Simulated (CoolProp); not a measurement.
Vapour-liquid equilibrium of R113 (1) + benzene (2) at 412.4 K; x and y are mole fractions of (1).

Computed with CoolProp (multi-fluid Helmholtz-energy mixture model, Marx 1992 and Thol 2012; pair parameters Bell 2016).

Give the bubble pressure and the first vapour's composition at x = 0.15, 0.65, 0.95. Is there an azeotrope?

x = 0.15: 595.9 kPa, y = 0.308; x = 0.65: 864.1 kPa, y = 0.754; x = 0.95: 981.8 kPa, y = 0.964. No azeotrope shows between x = 0.05 and 0.95.

The pair parameters rest on a limited set of measurements; away from them the model extrapolates.
